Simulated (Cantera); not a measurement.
An isothermal, constant-pressure homogeneous reactor starts with NO : N2 = 1 : 0.28 (molar parts), at 1700 K and 0.320 bar. Integrator tolerance rtol = 1e-08.

Computed with Cantera and GRI-Mech 3.0 (53 species, 325 reactions).

Question: What does this change do: temperature 1700 to 1750 K?

Answer: 
```json
[
 {"quantity": "x(NO) at 80.0 s", "before": "0.126 (gas-phase equilibrium 0.00348)", "after": "0.0589 (gas-phase equilibrium 0.00419)"},
 {"quantity": "x(O2) at 80.0 s", "before": "0.327 (gas-phase equilibrium 0.389)", "after": "0.361 (gas-phase equilibrium 0.388)"},
 {"quantity": "x(O) at 80.0 s", "before": "4.57e-5 (gas-phase equilibrium 4.96e-5)", "after": "8.01e-5 (gas-phase equilibrium 8.29e-5)"},
 {"quantity": "x(N2O) at 80.0 s", "before": "5.58e-6 (gas-phase equilibrium 1.01e-7)", "after": "1.31e-6 (gas-phase equilibrium 1.20e-7)"},
 {"quantity": "x(N2) at 80.0 s", "before": "0.546 (gas-phase equilibrium 0.608)", "after": "0.580 (gas-phase equilibrium 0.607)"}
]
```

Question: What does this change do: pressure from 0.320 bar to 0.0267 bar?

Answer: 
```tsv
quantity	before	after
x(NO) at 80.0 s	0.126 (gas-phase equilibrium 0.00348)	0.564 (gas-phase equilibrium 0.00348)
x(O2) at 80.0 s	0.327 (gas-phase equilibrium 0.389)	0.108 (gas-phase equilibrium 0.389)
x(O) at 80.0 s	4.57e-5 (gas-phase equilibrium 4.96e-5)	9.78e-5 (gas-phase equilibrium 0.000172)
x(N2O) at 80.0 s	5.58e-6 (gas-phase equilibrium 1.01e-7)	9.63e-5 (gas-phase equilibrium 2.92e-8)
x(N2) at 80.0 s	0.546 (gas-phase equilibrium 0.608)	0.327 (gas-phase equilibrium 0.608)
```
Radical loss at walls, strong at low pressure, is not modelled.
